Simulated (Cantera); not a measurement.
Charge: 1 mol B, 3.4 mol H2O, 1 mol N2, at 827 °C and 0.00470 bar.

Method: chemical equilibrium by Gibbs-energy minimisation in Cantera with the NASA 1993 tables (ideal gas, pure condensed phases). Candidate condensed phases: B, BN, B2O3, B3O3H3, H2O; 39 gas species. Gases not in the tables: H3BO3. The numbers say what is thermodynamically allowed, not how fast it happens.

Base state: H2O 0.430, H2 0.341, N2 0.227, HBO2 0.00167, (HBO2)3 0.000338 (mole fractions); condensed: B2O3(l).

Task: What changes in the equilibrium state with this change: temperature from 827 °C to 800 °C?

Result: 
| species | before | after |
|---|---|---|
| H2O | 0.430 | 0.431 |
| H2 | 0.341 | 0.341 |
| N2 | 0.227 | 0.227 |
| HBO2 | 0.00167 | 0.00104 |
| (HBO2)3 | 0.000338 | 0.000381 |
| B2O3(l), mol | 0.494 | 0.495 |
